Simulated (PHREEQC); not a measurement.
Polishing slurry liquid (model solution)

Solution (20 °C): 0.46 mol HNO3, 0.0006 mol Fe(NO3)3 and 0.037 mol KH2PO4 per kg of water. It is in equilibrium with CO2 at log p = -3.4 (atm). Otherwise closed; pH follows from the charge balance.

The numbers come from PHREEQC with the ion-association model, wateq4f.dat.

Precipitation was switched off in this run.

### Question
Estimate the pH.

### Answer
pH 0.49.

### Question
In which forms is P present?

### Answer
H3PO4 95 %, H2PO4- 3.4 %, FeH2PO4+2 1.6 % of the P.

H3PO4, which wateq4f.dat lacks, is added to it with the constant of phreeqc.dat.
